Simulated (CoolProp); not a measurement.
R1224YDZ along the isobar 8.38 MPa: Z from the reference equation and from simpler models built on Tc = 428.7 K, pc = 3.334 MPa, ω = 0.325; each cubic takes its own stable root.

Computed with CoolProp (reference Helmholtz-energy equation of state, Akasaka 2023).

```json
[
 {"T (K)": "313.6", "phase": "liquid", "reference": "0.3539"},
 {"T (K)": "331.3", "phase": "liquid", "reference": "0.3469"},
 {"T (K)": "349", "phase": "liquid", "reference": "0.3421"},
 {"T (K)": "366.8", "phase": "liquid", "reference": "0.3398"},
 {"T (K)": "384.5", "phase": "liquid", "reference": "0.3401"},
 {"T (K)": "402.2", "phase": "liquid", "reference": "0.3436"},
 {"T (K)": "420", "phase": "liquid", "reference": "0.3513"},
 {"T (K)": "437.7", "phase": "supercritical", "reference": "0.3647"},
 {"T (K)": "455.4", "phase": "supercritical", "reference": "0.3864"},
 {"T (K)": "473.1", "phase": "supercritical", "reference": "0.4207"}
]
```

Task: How far does each simpler model (van der Waals, Soave-Redlich-Kwong) lie from the reference over these 10 states: mean and median of the absolute difference, and the worst?

Result: 
- van der Waals: mean 48.4 %, median 51.7 %, worst +61.2 % at 313.6 K and 8.38 MPa
- Soave-Redlich-Kwong: mean 13.9 %, median 12.8 %, worst +20.2 % at 473.1 K and 8.38 MPa
